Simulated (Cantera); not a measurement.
Input: 1 mol Cu2O, 2.1 mol CO, a varied amount of N2, held at 1375 °C and 280 Pa.

Method: chemical equilibrium by Gibbs-energy minimisation in Cantera with the NASA 1993 tables (ideal gas, pure condensed phases). Candidate condensed phases: C, Cu, CuO, Cu2O; 27 gas species. The numbers say what is thermodynamically allowed, not how fast it happens.

Q: What share of the Cu ends up in condensed phases as a function of n(N2) (mol), at 0.32, 0.51, 0.82, 1.3, 2.1, 3.4, 5.4, 8.6, 14?

A: 
| n(N2) (mol) | Cu condensed (%) | as |
|---|---|---|
| 0.32 | 96.5 | Cu(l) |
| 0.51 | 96.2 | Cu(l) |
| 0.82 | 95.7 | Cu(l) |
| 1.3 | 95.0 | Cu(l) |
| 2.1 | 93.9 | Cu(l) |
| 3.4 | 92.0 | Cu(l) |
| 5.4 | 89.1 | Cu(l) |
| 8.6 | 84.4 | Cu(l) |
| 14 | 76.5 | Cu(l) |
